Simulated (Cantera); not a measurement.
An adiabatic, constant-volume homogeneous reactor starts with CH4 : O2 : N2 : H2O = 1 : 0.909 : 4.55 : 0.36 (molar parts), at 1525 K and 160000 Pa.

Model: GRI-Mech 3.0 (53 species, 325 reactions), integrated in Cantera.

Task: Predict: time of steepest temperature rise; temperature at 8.00 s; equilibrium temperature; x(O2) at 8.00 s; x(H2O) at 8.00 s; x(H2) at 8.00 s; x(O) at 8.00 s; x(NO) at 8.00 s.

Result: 
* **time of steepest temperature rise**: 1.23 ms
* **temperature at 8.00 s**: 2514 K
* **equilibrium temperature**: 2514 K
* **x(O2) at 8.00 s**: 9.04e-6 (gas-phase equilibrium 9.04e-6)
* **x(H2O) at 8.00 s**: 0.132 (gas-phase equilibrium 0.132)
* **x(H2) at 8.00 s**: 0.161 (gas-phase equilibrium 0.161)
* **x(O) at 8.00 s**: 2.68e-5 (gas-phase equilibrium 2.68e-5)
* **x(NO) at 8.00 s**: 0.000132 (gas-phase equilibrium 0.000132)
